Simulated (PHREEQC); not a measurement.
# Brine: speciation

Solution (25 °C): 0.84 mol/kgw HCl, 0.86 mol/kgw MnCl2, 0.00068 mol/kgw H4SiO4 and 0.19 mol/kgw Na2SO4. Closed to the air; pH follows from the charge balance.

Equilibrium calculation in PHREEQC: Pitzer model, pitzer.dat.

Precipitation was switched off in this run.

### Question
Estimate the pH, density, osmotic coefficient.

### Answer
pH -0.10; density 1.112 g/cm³; osmotic coefficient 1.124.

### Question
In which forms is S present?

### Answer
HSO4- 81 %, SO4-2 19 % of the S.

In brines, pH and single-ion activities rest on the MacInnes convention.
